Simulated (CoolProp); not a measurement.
Properties of carbonyl sulfide along the isobar 3120 kPa (Tc = 378.8 K, pc = 6369 kPa, ω = 0.098).

Computed with CoolProp (reference Helmholtz-energy equation of state, Lemmon 2006). It is a short technical equation, of lower accuracy than the large ones.

```csv
T (K),phase,density (kg/m³),cp (kJ/(kg K)),cv (kJ/(kg K)),expansivity (1/kK),fugacity coefficient
351.7,gas,86.73,1.159,0.6838,7.475,0.7959
381.5,gas,72.55,0.9821,0.6642,4.962,0.8424
411.3,gas,63.69,0.9229,0.6649,3.887,0.8757
441.2,gas,57.28,0.8974,0.6714,3.258,0.9006
471,gas,52.32,0.8863,0.6800,2.838,0.9196
500.8,gas,48.31,0.8825,0.6895,2.532,0.9345
530.6,gas,44.96,0.8826,0.6991,2.296,0.9464
560.4,gas,42.11,0.8851,0.7087,2.108,0.9559
590.2,gas,39.64,0.8890,0.7180,1.953,0.9637
620,gas,37.48,0.8937,0.7271,1.823,0.9702
```
